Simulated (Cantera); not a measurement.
A Cantera script and its output.

```python
import numpy as np
import cantera as ct

gas = ct.Solution("gri30.yaml")
gas.TPX = 1050, 99000, {'H2': 1, 'O2': 0.694, 'N2': 2.61, 'NO': 0.0086}
reactor = ct.IdealGasReactor(gas, energy="on", clone=False)
net = ct.ReactorNet([reactor])
net.rtol, net.atol = 1e-08, 1e-16
show = ['H2', 'O2', 'NO', 'H2O2', 'H2O']
times = np.geomspace(5e-06, 0.6, 10)

steps = ct.SolutionArray(gas, extra=["t"])
rows = []
print(f"{'t/s':>10s}{'T/K':>9s}{'P/Pa':>11s}" + "".join(f"{s:>11s}" for s in show))
for t in times:
    while net.time < t:
        t_next = net.step()
        steps.append(gas.state, t=t_next)
    rows.append([np.interp(t, steps.t, y) for y in (steps.T, steps.P, *steps(*show).X.T)])
    print(f"{t:10.3e}{rows[-1][0]:9.1f}{rows[-1][1]:11.4g}" + "".join(f"{x:11.3e}" for x in rows[-1][2:]))
rate = np.gradient(steps.T, steps.t)
print("integrator steps:", len(steps.t))
if steps.T.max() > steps.T[0] + 200:
    print(f"time of steepest temperature rise: {steps.t[rate.argmax()]:.4e} s")
gas.TPX = 1050, 99000, {'H2': 1, 'O2': 0.694, 'N2': 2.61, 'NO': 0.0086}
gas.equilibrate("UV")
print(f"equilibrium (UV): T = {gas.T:.1f} K  " + "  ".join(f"{s} {gas[s].X[0]:.3e}" for s in show))
```

Output:

```
       t/s      T/K       P/Pa         H2         O2         NO       H2O2        H2O
 5.000e-06   1050.0    9.9e+04  2.319e-01  1.609e-01  1.994e-03  4.211e-13  3.230e-10
 1.834e-05   1050.0    9.9e+04  2.319e-01  1.609e-01  1.994e-03  8.777e-12  1.060e-08
 6.725e-05   1050.1    9.9e+04  2.319e-01  1.609e-01  1.993e-03  7.999e-09  1.156e-05
 2.466e-04   2756.9  2.345e+05  1.275e-02  4.736e-02  3.363e-03  8.880e-07  2.291e-01
 9.044e-04   2749.8  2.337e+05  1.274e-02  4.505e-02  8.663e-03  8.562e-07  2.296e-01
 3.317e-03   2742.8  2.331e+05  1.274e-02  4.284e-02  1.374e-02  8.254e-07  2.301e-01
 1.216e-02   2742.3   2.33e+05  1.274e-02  4.268e-02  1.409e-02  8.233e-07  2.302e-01
 4.461e-02   2742.3   2.33e+05  1.274e-02  4.268e-02  1.409e-02  8.233e-07  2.302e-01
 1.636e-01   2742.3   2.33e+05  1.274e-02  4.268e-02  1.409e-02  8.233e-07  2.302e-01
 6.000e-01   2742.3   2.33e+05  1.274e-02  4.268e-02  1.409e-02  8.233e-07  2.302e-01
integrator steps: 1161
time of steepest temperature rise: 1.2237e-04 s
equilibrium (UV): T = 2742.3 K  H2 1.274e-02  O2 4.268e-02  NO 1.409e-02  H2O2 8.233e-07  H2O 2.302e-01
```

Model: GRI-Mech 3.0 (53 species, 325 reactions), integrated in Cantera. The mechanism lacks 2 NO + O2 → 2 NO2 and HONO, so NO2 and the effect of NO are under-described below about 1400 K.
